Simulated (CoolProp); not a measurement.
Vapour-liquid equilibrium of propylene (1) + propane (2) at 11.8 bar; x and y are mole fractions of (1).

Values from CoolProp's multi-fluid Helmholtz-energy mixture model, Lemmon 2013 and Lemmon 2009; pair parameters Bell 2016.

```tsv
x	bubble temperature, mixture model (K)	bubble temperature, Raoult's law (K)	y, mixture model	y, Raoult's law
0.05	306.2	306.4	0.060	0.060
0.15	…	305.6	0.175	0.176
0.25	…	304.7	…	0.287
0.35	303.2	303.9	…	0.394
0.45	302.3	303.1	0.488	0.497
0.55	301.6	302.3	…	0.597
0.65	300.9	301.6	0.678	0.692
0.75	300.3	300.8	0.771	0.784
0.85	299.7	300.1	…	0.873
0.95	…	299.4	0.954	0.958
```

### Question
What belongs in the gaps?

### Answer

- 0.15, bubble temperature, mixture model (K): 305.1
- 0.25, bubble temperature, mixture model (K): 304.1
- 0.25, y, mixture model: 0.284
- 0.35, y, mixture model: 0.388
- 0.55, y, mixture model: 0.584
- 0.85, y, mixture model: 0.862
- 0.95, bubble temperature, mixture model (K): 299.2

The largest gap from Raoult's law is -0.8 K in bubble temperature, at x = 0.45. No azeotrope shows between x = 0.05 and 0.95.

Pair parameters are fitted to limited data, so mixtures are less certain than the pure fluids.
